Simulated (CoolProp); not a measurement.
A single-stage vapour-compression cycle with CH2F2 (R32): evaporating at 206.15 K (dew point), condensing at 231.15 K (bubble point), superheat 0 K, subcooling 2 K, compressor efficiency 0.7, no pressure losses. Each further row changes one setting.

Model: reference Helmholtz-energy equation of state, Tillner-Roth 1997, in CoolProp.

```
case                              cooling COP  pressure ratio  discharge temperature (K)  refrigerating effect (kJ/kg)  volumetric capacity (kJ/m³)
--------------------------------  -----------  --------------  -------------------------  ----------------------------  ---------------------------
as stated                                5.17            3.74                      297.4                           361                          487
evaporating temperature 211.15 K            ?            2.79                      281.6                           364                            ?
condensing temperature 226.15 K          6.61            2.95                      279.9                           369                          498
subcooling 7 K                           5.29            3.74                      297.4                           369                          498
superheat 10 K                           5.02            3.74                      310.7                           369                          472
compressor efficiency 0.6                   ?            3.74                      310.8                           361                          487
```

Q: Fill in the missing entries.

A: 
- evaporating temperature 211.15 K, cooling COP: 6.79
- evaporating temperature 211.15 K, volumetric capacity (kJ/m³): 645
- compressor efficiency 0.6, cooling COP: 4.43
